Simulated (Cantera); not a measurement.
Input (Python, Cantera):

```python
import numpy as np
import cantera as ct

surf = ct.Interface("diamond.yaml", "diamond_100")
gas, bulk = surf.adjacent["gas"], surf.adjacent["diamond"]
k = surf.kinetics_species_index(bulk.species_names[0])
cover = ["c6HH", "c6H*", "c6*H", "c6**", "c6HM", "c6B"]

rows, drift = [], 0.0
print(f"{'T':>10s}{'um/h':>11s}" + "".join(f"{s:>11s}" for s in cover))
for v in [900, 950, 1000, 1050, 1100, 1150, 1200, 1250, 1300, 1350, 1400]:
    T, P, xH, xCH3 = v, 1500, 0.00026, 1.6e-05
    gas.TPX = T, P, {"H": xH, "CH3": xCH3, "CH4": 0.016, "H2": 1 - xH - xCH3 - 0.016}
    surf.TP = bulk.TP = T, P
    surf.coverages = "c6H*:0.1, c6HH:0.9"
    surf.advance_coverages(100.0)
    before = surf.coverages
    surf.advance_coverages(100.0)
    drift = max(drift, np.max(np.abs(surf.coverages - before) / (surf.coverages + 1e-9)))
    rate = surf.net_production_rates[k] * bulk.mean_molecular_weight / bulk.density * 3.6e9
    rows.append([rate, *surf[cover].coverages])
    print(f"{v:10.4g}{rate:11.4e}" + "".join(f"{x:11.3e}" for x in rows[-1][1:]))
```

Output:

```
         T       um/h       c6HH       c6H*       c6*H       c6**       c6HM        c6B
       900 5.9065e-02  6.605e-01  9.830e-03  2.753e-01  3.661e-03  4.075e-02  1.603e-10
       950 5.4449e-02  6.320e-01  1.346e-02  3.198e-01  5.330e-03  2.253e-02  1.478e-10
      1000 3.4150e-02  6.039e-01  1.755e-02  3.594e-01  7.182e-03  8.654e-03  9.267e-11
      1050 1.7638e-02  5.754e-01  2.178e-02  3.899e-01  8.952e-03  2.591e-03  4.786e-11
      1100 1.0357e-02  5.511e-01  2.594e-02  4.112e-01  1.043e-02  7.270e-04  2.810e-11
      1150 8.0648e-03  5.340e-01  2.990e-02  4.240e-01  1.149e-02  2.084e-04  2.188e-11
      1200 7.2553e-03  5.250e-01  3.351e-02  4.290e-01  1.207e-02  6.209e-05  1.969e-11
      1250 5.7642e-03  5.239e-01  3.664e-02  4.270e-01  1.222e-02  1.910e-05  1.564e-11
      1300 3.3123e-03  5.295e-01  3.923e-02  4.192e-01  1.200e-02  6.167e-06  8.988e-12
      1350 1.4326e-03  5.401e-01  4.127e-02  4.070e-01  1.152e-02  2.169e-06  3.887e-12
      1400 5.5268e-04  5.533e-01  4.292e-02  3.928e-01  1.093e-02  8.285e-07  1.500e-12
```

Detailed kinetics in Cantera: the Harris–Goodwin 1993 mechanism for the reconstructed diamond (100) surface.
